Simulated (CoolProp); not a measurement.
CHF3 (R23) along the isobar 5040 kPa: fugacity coefficient from the reference equation and from simpler models built on Tc = 299.3 K, pc = 4832 kPa, ω = 0.263; each cubic takes its own stable root.

The numbers come from the reference Helmholtz-energy equation of state, Penoncello 2003 in CoolProp.

```json
[
 {"T (K)": "276.7", "phase": "liquid", "reference": "0.4277", "Soave-Redlich-Kwong": "0.4508", "Peng-Robinson": "0.4341"},
 {"T (K)": "287.6", "phase": "liquid", "reference": "0.5224", "Soave-Redlich-Kwong": "0.5467", "Peng-Robinson": "0.5269"},
 {"T (K)": "298.5", "phase": "liquid", "reference": "0.6184", "Soave-Redlich-Kwong": "0.6394", "Peng-Robinson": "0.6167"},
 {"T (K)": "309.4", "phase": "supercritical", "reference": "0.6793", "Soave-Redlich-Kwong": "0.6959", "Peng-Robinson": "0.6718"},
 {"T (K)": "320.3", "phase": "supercritical", "reference": "0.7187", "Soave-Redlich-Kwong": "0.7339", "Peng-Robinson": "0.7093"},
 {"T (K)": "331.2", "phase": "supercritical", "reference": "0.7509", "Soave-Redlich-Kwong": "0.7654", "Peng-Robinson": "0.7407"},
 {"T (K)": "342.1", "phase": "supercritical", "reference": "0.7782", "Soave-Redlich-Kwong": "0.7926", "Peng-Robinson": "0.7678"},
 {"T (K)": "353", "phase": "supercritical", "reference": "0.8019", "Soave-Redlich-Kwong": "0.8163", "Peng-Robinson": "0.7917"},
 {"T (K)": "363.9", "phase": "supercritical", "reference": "0.8225", "Soave-Redlich-Kwong": "0.8371", "Peng-Robinson": "0.8128"},
 {"T (K)": "374.8", "phase": "supercritical", "reference": "0.8408", "Soave-Redlich-Kwong": "0.8556", "Peng-Robinson": "0.8315"},
 {"T (K)": "385.7", "phase": "supercritical", "reference": "0.8569", "Soave-Redlich-Kwong": "0.8720", "Peng-Robinson": "0.8483"},
 {"T (K)": "396.6", "phase": "supercritical", "reference": "0.8713", "Soave-Redlich-Kwong": "0.8867", "Peng-Robinson": "0.8634"},
 {"T (K)": "407.5", "phase": "supercritical", "reference": "0.8842", "Soave-Redlich-Kwong": "0.8998", "Peng-Robinson": "0.8770"},
 {"T (K)": "418.4", "phase": "supercritical", "reference": "0.8957", "Soave-Redlich-Kwong": "0.9116", "Peng-Robinson": "0.8892"},
 {"T (K)": "429.3", "phase": "supercritical", "reference": "0.9061", "Soave-Redlich-Kwong": "0.9222", "Peng-Robinson": "0.9003"},
 {"T (K)": "440.2", "phase": "supercritical", "reference": "0.9155", "Soave-Redlich-Kwong": "0.9317", "Peng-Robinson": "0.9104"}
]
```
